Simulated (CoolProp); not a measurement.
Values from CoolProp's reference Helmholtz-energy equation of state, Penoncello 2003.

Question: Give the vapour pressure (kPa), liquid density (kg/m³), vapour density (kg/m³) of saturated CHF3 (R23) at -18.15 °C.

Answer: 
```json
[
 {"T (°C)": "-18.15", "p (kPa)": "1480", "liquid density (kg/m³)": "1160", "vapour density (kg/m³)": "64.5"}
]
```
